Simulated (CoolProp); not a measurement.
A single-stage vapour-compression cycle with the fluid: evaporating at 217.15 K (dew point), condensing at 238.15 K (bubble point), superheat 2 K, subcooling 5 K, compressor efficiency 0.6, no pressure losses. The same conditions are run with several fluids, on thermodynamics alone (safety and materials aside).

Model: reference Helmholtz-energy equation of state of each fluid (R404A: Lemmon 2003; CH3F (R41): Lemmon 2006; CH2F2 (R32): Tillner-Roth 1997; carbonyl sulfide: Lemmon 2006; isobutane: Bücker 2006; R13: Platzer 1990), in CoolProp. The equations of Platzer and Polt are older, rougher fits. Blends and air are pseudo-pure fits.

```tsv
fluid	cooling COP	pressure ratio	discharge temperature (K)	refrigerating effect (kJ/kg)	volumetric capacity (kJ/m³)
R404A	5.66	2.85	264.8	188	616
CH3F (R41)	5.68	2.28	289.0	422	2590
CH2F2 (R32)	5.74	2.74	300.0	363	867
carbonyl sulfide	5.79	2.54	297.9	295	763
isobutane	5.97	3.11	263.9	371	141
R13	5.72	2.16	261.0	122	2530
```
